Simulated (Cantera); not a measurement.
A freely propagating, adiabatic, planar premixed flame of 9.26 % CH₄, 18.5 % O₂, 72.2 % N₂, equivalence ratio 1.0, unburnt at 450 K and 0.987 atm; multicomponent+Soret transport, grid criteria slope 0.08 and curve 0.16, no radiation.

Cantera simulation using GRI-Mech 3.0 (53 species, 325 reactions); the numbers are that mechanism's predictions, not measurements. Burning velocities carry a grid error of a few per cent, more on coarse grids.

Question: Predict: laminar burning velocity; thermal thickness; peak x(CH₂O); peak x(H); peak x(OH); peak x(C₂H₄).

Answer: 
* **laminar burning velocity**: 70.6 cm/s
* **thermal thickness**: 0.403 mm
* **peak x(CH₂O)**: 0.00101
* **peak x(H)**: 0.00727
* **peak x(OH)**: 0.00834
* **peak x(C₂H₄)**: 0.000476
